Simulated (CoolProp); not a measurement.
The fluid at 293.15 K and 0.371 MPa flows at 0.36 m/s in a round tube of 100 mm bore and 1.5 µm roughness, fully developed (64/Re and Nu = 3.66 if laminar; Colebrook and Gnielinski if turbulent). The same conditions are run with several fluids, on thermodynamics alone (safety and materials aside).

Values from CoolProp's reference Helmholtz-energy equation of state of each fluid (normal hydrogen: Leachman 2009; R407C: Lemmon 2003; propane: Lemmon 2009; ammonia: Gao 2020; C3F8 (R218): Lemmon 2006). Blends and air are pseudo-pure fits.

| fluid | Reynolds number | Darcy friction factor | pressure drop (Pa/m) | heat-transfer coefficient (W/(m² K)) | mass flow (kg/h) |
|---|---|---|---|---|---|
| normal hydrogen | 1250 | 0.0511 | 0.0101 | 6.73 | 3.12 |
| R407C | 41900 | 0.0218 | 0.198 | ___ | 143 |
| propane | 32300 | ___ | 0.108 | 14.1 | 73.1 |
| ammonia | ___ | 0.0310 | 0.0544 | 8.40 | 27.6 |
| C3F8 (R218) | 94800 | 0.0183 | 0.372 | 22.9 | 320 |

**Question.** Complete the blanks.

**Answer.** 
- R407C, heat-transfer coefficient (W/(m² K)): 13.1
- propane, Darcy friction factor: 0.0231
- ammonia, Reynolds number: 9920

Transport values come from each fluid's own correlations; those of C3F8 (R218) are estimates that may be off by 10 % or more.
